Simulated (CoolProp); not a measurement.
n-perfluorobutane along the isotherm 450 K: fugacity coefficient from the reference equation and from simpler models built on Tc = 386.3 K, pc = 2322 kPa, ω = 0.372; each cubic takes its own stable root.

Model: reference Helmholtz-energy equation of state, Gao 2022, in CoolProp.

```
p (kPa)          phase  reference  van der Waals  Redlich-Kwong  Peng-Robinson
-------  -------------  ---------  -------------  -------------  -------------
714                gas     0.9441         0.9379         0.9344         0.9334
1430               gas     0.8890              ?              ?         0.8705
2140               gas     0.8356         0.8160         0.8105         0.8121
2860     supercritical     0.7831         0.7548         0.7515              ?
3570     supercritical     0.7337         0.6944         0.6960         0.7066
4290     supercritical     0.6868         0.6372         0.6441         0.6606
5000     supercritical     0.6447         0.5910         0.5995              ?
5710     supercritical     0.6077         0.5549         0.5625         0.5863
6430     supercritical     0.5758         0.5264         0.5318         0.5568
7140     supercritical     0.5494         0.5044         0.5070         0.5324
7860     supercritical     0.5271         0.4867         0.4863         0.5116
8570     supercritical     0.5087              ?         0.4695         0.4942
9290     supercritical     0.4932         0.4620         0.4552              ?
10000    supercritical     0.4803         0.4535         0.4435         0.4669
```

Complete the blanks.


- 1430, van der Waals: 0.8765
- 1430, Redlich-Kwong: 0.8710
- 2860, Peng-Robinson: 0.7568
- 5000, Peng-Robinson: 0.6206
- 8570, van der Waals: 0.4730
- 9290, Peng-Robinson: 0.4793
